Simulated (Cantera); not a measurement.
# Hydrocarbon pyrolysis for carbon deposition

A perfectly stirred reactor is fed with C2H6 : H2 = 1 : 12 (molar parts), at 2670 Pa; it is held at 1398 K, and followed from long to short residence time.

Model: GRI-Mech 3.0 (53 species, 325 reactions), integrated in Cantera. GRI-Mech 3.0 stops at C3 and has no aromatics, soot or wall deposition, so with more carbon than oxygen in the feed, carbon stays in small species such as C2H2 where larger ones or solid carbon would form. Radical loss at walls, strong at low pressure, is not modelled.

```tsv
τ (s)	x C2H6	x H2	x C2H2	x CH4	x CH3	x CH2	x C2H4
0.44	0.000585	0.909	0.0422	0.0411	0.000167	2.13e-8	0.00647
0.23	0.000982	0.907	0.0380	0.0441	0.000209	2.98e-8	0.00923
0.12	0.00166	0.905	0.0326	0.0470	0.000262	4.13e-8	0.0129
0.066	0.00267	0.903	0.0269	0.0494	0.000324	5.59e-8	0.0169
0.035	0.00443	0.902	0.0205	0.0514	0.000411	7.75e-8	0.0213
0.018	0.00745	0.901	0.0140	0.0521	0.000534	1.09e-7	0.0250
0.0098	0.0119	0.901	0.00891	0.0505	0.000679	1.47e-7	0.0268
0.0052	0.0192	0.903	0.00490	0.0453	0.000850	1.91e-7	0.0266
0.0028	0.0299	0.907	0.00230	0.0359	0.000994	2.23e-7	0.0236
```
x: mole fraction; the columns are a selection and need not sum to one.
